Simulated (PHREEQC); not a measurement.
Model water analysis in mmol/kgw, 5 °C, pH 6.36, pe 12.1:

| constituent | mmol/kgw |
|---|---|
| Na | 383 |
| K | 49.7 |
| Ca | 9.02 |
| Mg | 25.1 |
| Cl | 427 |
| S(6) | 35 |
| Alkalinity (meq/kgw) | 0.000585 |
| B | 0.186 |
| Ni | 0.952 |
| Cd | 0.217 |

Valence states are taken as typed.

Equilibrium calculation in PHREEQC: ion-association model, wateq4f.dat.

The ionic strength is 0.532 mol/kgw and the activity of water is 0.984. The charge-balance error is 0.7 %.

| species | molality | activity | log γ |
|---|---|---|---|
| Cl- | 0.426 | 0.276 | -0.189 |
| Na+ | 0.375 | 0.269 | -0.145 |
| K+ | 0.0487 | 0.0315 | -0.189 |
| Mg+2 | 0.0216 | 0.00654 | -0.519 |
| SO4-2 | 0.0215 | 0.00448 | -0.681 |
| Ca+2 | 0.00769 | 0.00206 | -0.572 |
| NaSO4- | 0.00758 | 0.00527 | -0.158 |
| MgSO4 | 0.00350 | 0.00395 | 0.053 |
| CaSO4 | 0.00133 | 0.00151 | 0.053 |

Precipitation was switched off in this run. Species that the database lacks are ignored. In wateq4f.dat the enthalpy of Ni(OH)2 has the wrong sign, so its saturation index can't be trusted away from 25 °C. Away from 25 °C the constants follow the database's enthalpies or fits; those with neither stay at their 25 °C values.
